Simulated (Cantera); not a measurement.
# Reactions in the system O-S

Source: NASA polynomial tables (part measured, part estimated), evaluated in Cantera. Values are per mole of reaction as written; species without (g) are pure solids or liquids, kept so even where they would boil at 1 bar.

2 O₃(g) + 3 S ⇌ 3 SO₂(g)

| T (K) | ΔH° (kJ) | ΔS° (J/K) | ΔG° (kJ) | log10 K | condensed phases |
|---|---|---|---|---|---|
| 300 | -1174.2 | 170.2 | -1225.2 | 213.32 | S(s) |
| 425 | -1185.4 | 140.4 | -1245.1 | 153.03 | S(l) |
| 475 | -1189.2 | 132.0 | -1251.9 | 137.67 | S(l) |
| 525 | -1193.1 | 124.3 | -1258.3 | 125.19 | S(l) |
| 575 | -1196.6 | 117.9 | -1264.4 | 114.86 | S(l) |
| 625 | -1199.6 | 112.8 | -1270.1 | 106.15 | S(l) |
| 675 | -1202.2 | 108.9 | -1275.7 | 98.71 | S(l) |

3 SO₂(g) + O₃(g) ⇌ 3 SO₃(g)

```tsv
T (K)	ΔH° (kJ)	ΔS° (J/K)	ΔG° (kJ)	log10 K
300	-438.6	-213.3	-374.6	65.22
425	-439.0	-214.6	-347.8	42.74
475	-439.0	-214.5	-337.1	37.07
525	-438.8	-214.3	-326.3	32.47
575	-438.7	-214.0	-315.6	28.67
625	-438.5	-213.6	-304.9	25.49
675	-438.2	-213.2	-294.3	22.77
```
